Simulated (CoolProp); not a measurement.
Vapour-liquid equilibrium of R125 (1) + isobutane (2) at 26.95 °C; x and y are mole fractions of (1).

Model: multi-fluid Helmholtz-energy mixture model, Lemmon 2005 and Bücker 2006; pair parameters Bell 2016, in CoolProp.

```
x      bubble pressure (MPa)  y at the bubble point  dew pressure at overall composition x (MPa)  liquid density (mol/L)
-----  ---------------------  ---------------------  -------------------------------------------  ----------------------
0.05                  0.5223                  0.293                                       0.3906                   9.429
0.125                 0.7159                  0.495                                       0.4239                   9.419
0.2                   0.8721                  0.596                                       0.4630                   9.403
0.275                 0.9954                  0.658                                       0.5097                   9.384
0.35                   1.092                  0.699                                       0.5661                   9.362
0.425                      …                  0.730                                       0.6356                   9.341
0.5                    1.229                      …                                            …                   9.324
0.575                  1.281                  0.778                                       0.8346                   9.315
0.65                   1.327                  0.802                                       0.9787                   9.323
0.725                  1.368                  0.828                                        1.156                   9.355
0.8                    1.405                  0.859                                        1.324                   9.419
0.875                  1.435                  0.899                                        1.419                   9.524
0.95                   1.452                  0.952                                        1.452                   9.679
```

Problem. What belongs in the gaps?

Solution. 
- 0.425, bubble pressure (MPa): 1.168
- 0.5, y at the bubble point: 0.755
- 0.5, dew pressure at overall composition x (MPa): 0.7229

No azeotrope shows between x = 0.05 and 0.95.

Pair parameters are fitted to limited data, so mixtures are less certain than the pure fluids.
